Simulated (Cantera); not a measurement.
Charge: 1 mol Si2H6, 0.053 mol Cl2, a varied amount of N2, held at 973.15 K and 1.70 bar.

Cantera equilibrium calculation (NASA polynomials, part measured and part estimated; ideal gas, pure solids and liquids). Candidate condensed phases: NH4Cl, Si, Si3N4; 28 gas species. The feed counts by its element totals alone. N2 is the only nitrogen source here; it is nearly inert below about 1500 K, so the nitride shown seldom forms there in practice. Kinetics and transport are ignored.

Problem. At 13 mol N2, list the 4 most abundant gas species with their mole fractions, and the condensed phases.

Solution. N2 0.793, H2 0.200, HCl 0.00720, NH3 9.47e-5. Condensed: Si3N4(s).
